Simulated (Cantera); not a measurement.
Input (Python, Cantera):

```python
import numpy as np
import cantera as ct

gas = ct.Solution("gri30.yaml")
gas.TPX = 450, 27000, {'CH4': 1, 'C2H6': 0.3, 'O2': 3.05, 'N2': 11.5}
flame = ct.FreeFlame(gas, width=0.1)
flame.set_refine_criteria(ratio=3, slope=0.08, curve=0.16)
flame.transport_model = "mixture-averaged"
flame.solve(loglevel=0, auto=True)
flame.transport_model = "multicomponent"
flame.soret_enabled = True
flame.solve(loglevel=0, refine_grid=True)
z, T = flame.grid, flame.T
thick = (T[-1] - T[0]) / np.gradient(T, z).max()
show = ['CH4', 'C2H6', 'O2', 'CH3', 'NO', 'H2']
print(f"laminar burning velocity  {flame.velocity[0] * 100:.3f} cm/s")
print(f"burnt temperature         {T[-1]:.1f} K")
print(f"thermal thickness         {thick * 1e3:.4f} mm")
print(f"grid points               {len(z)}")
z0 = z[flame.heat_release_rate.argmax()]
print(f"{'z/mm':>9s}{'T/K':>9s}{'u/(m/s)':>9s}" + "".join(f"{s:>11s}" for s in show))
rows = []
for k in (-3, -2, -1.5, -1, -0.5, -0.25, 0, 0.25, 0.5, 1, 2, 4, 8):
    zz = z0 + k * thick
    rows.append([k * thick, np.interp(zz, z, T), np.interp(zz, z, flame.velocity),
                 *(np.interp(zz, z, flame.X[gas.species_index(s)]) for s in show)])
    print(f"{rows[-1][0] * 1e3:9.3f}{rows[-1][1]:9.1f}{rows[-1][2]:9.3f}" + "".join(f"{x:11.3e}" for x in rows[-1][3:]))
```

Result:

```
laminar burning velocity  98.439 cm/s
burnt temperature         2274.1 K
thermal thickness         1.1194 mm
grid points               156
     z/mm      T/K  u/(m/s)        CH4       C2H6         O2        CH3         NO         H2
   -3.358    450.1    0.985  6.306e-02  1.892e-02  1.923e-01  2.097e-09  5.613e-11  4.658e-04
   -2.239    450.8    0.988  6.291e-02  1.890e-02  1.921e-01  2.915e-08  8.610e-10  1.560e-03
   -1.679    454.4    0.997  6.250e-02  1.888e-02  1.917e-01  1.782e-07  5.282e-09  3.092e-03
   -1.119    492.6    1.085  6.006e-02  1.874e-02  1.892e-01  3.967e-06  6.840e-08  6.716e-03
   -0.560    859.0    1.925  4.587e-02  1.477e-02  1.609e-01  4.344e-04  1.174e-06  1.577e-02
   -0.280   1279.8    2.920  2.811e-02  6.627e-03  1.197e-01  2.690e-03  3.059e-06  2.228e-02
    0.000   1675.5    3.880  8.104e-03  4.371e-04  7.062e-02  2.538e-03  6.543e-06  2.461e-02
    0.280   1835.9    4.265  7.835e-04  1.854e-06  4.119e-02  3.187e-04  1.111e-05  1.981e-02
    0.560   1871.1    4.336  3.794e-05  1.716e-09  3.029e-02  1.579e-05  1.413e-05  1.649e-02
    1.119   1900.3    4.381  1.128e-07  2.294e-14  2.475e-02  4.941e-08  1.683e-05  1.587e-02
    2.239   1936.6    4.446  2.796e-11 -4.319e-17  2.243e-02  1.332e-11  1.999e-05  1.590e-02
    4.477   1987.0    4.546  4.965e-16  5.706e-17  2.071e-02  1.516e-15  2.573e-05  1.493e-02
    8.955   2052.3    4.675 -1.983e-16 -2.841e-17  1.860e-02 -3.170e-16  3.706e-05  1.321e-02
```

Model: GRI-Mech 3.0 (53 species, 325 reactions), integrated in Cantera. Burning velocities carry a grid error of a few per cent, more on coarse grids.
